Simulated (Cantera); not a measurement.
What does this Cantera script print?

```python
import numpy as np
import cantera as ct

gas = ct.Solution("h2o2.yaml")
gas.TPX = 325, 1000000, {'H2': 1, 'O2': 0.51, 'N2': 1.92}
inlet = ct.Reservoir(gas, clone=True)
gas.equilibrate("HP")  # start burning
reactor = ct.IdealGasConstPressureReactor(gas, energy="on", clone=False)
exhaust = ct.Reservoir(gas, clone=True)
tau = [0.43, 0.12, 0.033, 0.009, 0.0025, 0.00067, 0.00018, 5e-05, 1.4e-05][0]
for a, b in ((inlet, reactor), (reactor, exhaust)):
    ct.MassFlowController(a, b, mdot=lambda t: reactor.mass / tau)
net = ct.ReactorNet([reactor])
show = ['H2', 'O2', 'H2O', 'H2O2', 'O', 'H']

rows = []
print(f"{'tau/s':>10s}{'T/K':>9s}" + "".join(f"{s:>11s}" for s in show))
for tau in [0.43, 0.12, 0.033, 0.009, 0.0025, 0.00067, 0.00018, 5e-05, 1.4e-05]:
    net.initial_time = 0.0
    net.advance(30 * tau)
    before = gas.X
    net.advance(40 * tau)
    drift = np.max(np.abs(gas.X - before) / (gas.X + 1e-9))
    rows.append([gas.T, *gas[show].X, drift])
    print(f"{tau:10.3e}{gas.T:9.1f}" + "".join(f"{x:11.3e}" for x in gas[show].X))
```

Result:

```
     tau/s      T/K         H2         O2        H2O       H2O2          O          H
 4.300e-01   2446.9  6.548e-03  5.412e-03  3.303e-01  4.824e-07  2.599e-04  5.116e-04
 1.200e-01   2446.7  6.573e-03  5.423e-03  3.302e-01  4.836e-07  2.608e-04  5.144e-04
 3.300e-02   2445.9  6.662e-03  5.461e-03  3.301e-01  4.882e-07  2.642e-04  5.249e-04
 9.000e-03   2443.3  6.974e-03  5.595e-03  3.296e-01  5.043e-07  2.765e-04  5.623e-04
 2.500e-03   2435.1  7.940e-03  6.008e-03  3.282e-01  5.560e-07  3.170e-04  6.867e-04
 6.700e-04   2412.6  1.047e-02  7.093e-03  3.245e-01  7.035e-07  4.435e-04  1.079e-03
 1.800e-04   2366.0  1.536e-02  9.226e-03  3.170e-01  1.023e-06  7.722e-04  2.133e-03
 5.000e-05   2287.3  2.276e-02  1.261e-02  3.051e-01  1.547e-06  1.483e-03  4.551e-03
 1.400e-05   2163.4  3.285e-02  1.771e-02  2.881e-01  2.318e-06  2.821e-03  9.590e-03
```

Cantera simulation using the H2/O2 subset of GRI-Mech 3.0, which has no nitrogen chemistry; the numbers are that mechanism's predictions, not measurements. The hydrogen kinetics of GRI-Mech 3.0 are dated; newer H2 mechanisms differ, most at raised pressure.
